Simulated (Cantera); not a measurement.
Source: NASA polynomial tables (part measured, part estimated), evaluated in Cantera. Values are per mole of reaction as written; species without (g) are pure solids or liquids, kept so even where they would boil at 1 bar. ZrN: taken at fixed stoichiometry.

**Question.** Between 1048 and 1723 K, where is each reaction favourable under standard conditions?
- 4 ZrN + 5 O₂(g) → 4 ZrO₂ + 2 N₂O(g)

**Answer.** 
- 4 ZrN + 5 O₂(g) → 4 ZrO₂ + 2 N₂O(g): ΔG° is -2208 kJ at 1048 K and -1868 kJ at 1723 K; it stays negative (K > 1). ΔH° is -2713 kJ and ΔS° -490 J/K at 1723 K.
